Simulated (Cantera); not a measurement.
A Cantera script and what it prints.

```python
import numpy as np
import cantera as ct

gas_names = """
    H HO2 H2 H2O H2O2 H2S H2SO4 O OH O2 O3 S SH SO SO2 SO3 S2 S2O S8
""".split()
cond_names = """
    H2O(s) H2O(L) H2SO4(L) S(cr1) S(cr2) S(L)
""".split()


# ... load() reads the species with a 1 bar reference pressure and builds the phases ...
atoms = {
    'SO2': {'S': 1, 'O': 2},
    'H2O': {'H': 2, 'O': 1},
}
top_T = {}  # K; cautious upper limits of use, not melting points


# ... equilibrate(T, P, feed) seeds the gas with the atoms and calls Mixture.equilibrate('TP', solver="vcs", rtol=1e-11, max_steps=5000) ...
results = []
feed = {'SO2': 1, 'H2O': 1.2}  # mol
T = 2223  # K
P = 2300000  # Pa
mix = equilibrate(T, P, feed)
results.append((T, P, feed, dict(zip(mix.species_names, mix.species_moles))))
x = sorted(zip(gas.X, gas.species_names), reverse=True)
print(f"T = {T:g} K  P = {P:g} Pa  gas = {mix.phase_moles(0):.4g} mol")
print("   x: " + "  ".join(f"{s} {v:.3e}" for v, s in x if v > 1e-06))
print("   condensed (mol): " + ("  ".join(f"{mix.phase(i).name} {mix.phase_moles(i):.4g}"
      for i in range(1, mix.n_phases) if mix.phase_moles(i) > 1e-12) or "none"))
```

Result:

```
T = 2223 K  P = 2.3e+06 Pa  gas = 2.207 mol
   x: H2O 5.396e-01  SO2 4.509e-01  H2 3.293e-03  O2 2.020e-03  SO 1.914e-03  OH 1.814e-03  SO3 3.116e-04  H 7.665e-05  O 2.929e-05  SH 6.104e-06  H2S 5.151e-06  S 2.356e-06  S2O 1.937e-06
   condensed (mol): none
```

Method: chemical equilibrium by Gibbs-energy minimisation in Cantera with the NASA 1993 tables (ideal gas, pure condensed phases).
